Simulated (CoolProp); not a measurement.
Isohexane along the isotherm 276.85 °C: density (kg/m³) from the reference equation and from simpler models built on Tc = 224.6 °C, pc = 3.043 MPa, ω = 0.280; each cubic takes its own stable root.

Computed with CoolProp (reference Helmholtz-energy equation of state, Lemmon 2006). It is a short technical equation, of lower accuracy than the large ones.

| p (MPa) | phase | reference | Redlich-Kwong | Peng-Robinson |
|---|---|---|---|---|
| 0.109 | gas | 2.072 | 2.073 | 2.075 |
| 0.217 | gas | 4.163 | 4.166 | 4.171 |
| 0.326 | gas | 6.311 | 6.318 | 6.331 |
| 0.435 | gas | 8.501 | 8.513 | 8.536 |
| 0.543 | gas | 10.71 | 10.73 | 10.77 |
| 0.652 | gas | 12.99 | 13.02 | 13.07 |
| 0.761 | gas | 15.31 | 15.35 | 15.42 |
| 0.869 | gas | 17.66 | 17.72 | 17.81 |
| 0.978 | gas | 20.09 | 20.15 | 20.27 |
| 1.09 | gas | 22.64 | 22.72 | 22.86 |
| 1.2 | gas | 25.20 | 25.30 | 25.47 |
| 1.3 | gas | 27.58 | 27.70 | 27.89 |
| 1.41 | gas | 30.27 | 30.41 | 30.63 |
| 1.52 | gas | 33.02 | 33.18 | 33.44 |
